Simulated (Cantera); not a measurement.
A Cantera script and what it prints.

```python
import numpy as np
import cantera as ct

gas_names = """
    AL ALCL ALCL2 ALCL3 ALH AL2 AL2CL6 CL CL2 H HCL H2
""".split()
cond_names = """
    AL(cr) AL(L) ALCL3(s) ALCL3(L)
""".split()


def load(file, names, dense=False):
    # The tables refer to 1 bar. Condensed volumes are neglected.
    table = {s.name: s for s in ct.Species.list_from_file(file)}
    out = []
    for n in names:
        d = dict(table[n].input_data)
        d["thermo"] = dict(d["thermo"], **{"reference-pressure": 1e5})
        if dense:
            d["equation-of-state"] = {"model": "constant-volume", "density": "1e6 g/cm^3"}
        out.append(ct.Species.from_dict(d))
    return out


gas = ct.Solution(thermo="ideal-gas", species=load("nasa_gas.yaml", gas_names))
cond = {s.name: ct.Solution(thermo="fixed-stoichiometry", species=[s], name=s.name)
        for s in load("nasa_condensed.yaml", cond_names, dense=True)}
atoms = {
    'Al': {'AL': 1},
    'HCl': {'H': 1, 'CL': 1},
    'H2': {'H': 2},
}
top_T = {}  # K; cautious upper limits of use, not melting points


def equilibrate(T, P, feed):
    n = {}
    for name, mol in feed.items():
        for a, k in atoms[name].items():
            n[a] = n.get(a, 0.0) + k * mol
    gas.TPX = T, P, n
    mass = sum(n.values()) * gas.mean_molecular_weight
    gas.equilibrate("TP")
    valid = [c for c in cond.values() if c.min_temp <= T <= top_T.get(c.name, c.max_temp)]
    mix = ct.Mixture([(gas, mass / gas.mean_molecular_weight)] + [(c, 0.0) for c in valid])
    mix.T, mix.P = T, P
    mix.equilibrate("TP", solver="vcs", rtol=1e-11, max_steps=5000)
    return mix


results = []
feed = {'Al': 1, 'HCl': 4.6, 'H2': 640}  # mol
T = 1175  # K
P = 100000  # Pa
mix = equilibrate(T, P, feed)
results.append((T, P, feed, dict(zip(mix.species_names, mix.species_moles))))
x = sorted(zip(gas.X, gas.species_names), reverse=True)
print(f"T = {T:g} K  P = {P:g} Pa  gas = {mix.phase_moles(0):.4g} mol")
print("   x: " + "  ".join(f"{s} {v:.3e}" for v, s in x if v > 1e-05))
print("   condensed (mol): " + ("  ".join(f"{mix.phase(i).name} {mix.phase_moles(i):.4g}"
      for i in range(1, mix.n_phases) if mix.phase_moles(i) > 1e-12) or "none"))
```

Output:

```
T = 1175 K  P = 100000 Pa  gas = 644.1 mol
   x: H2 9.959e-01  HCL 2.508e-03  ALCL3 1.533e-03  ALCL2 1.427e-05
   condensed (mol): none
```

Method: chemical equilibrium by Gibbs-energy minimisation in Cantera with the NASA 1993 tables (ideal gas, pure condensed phases). The tables' values for AlCl2 are old estimates; treat these amounts as uncertain.
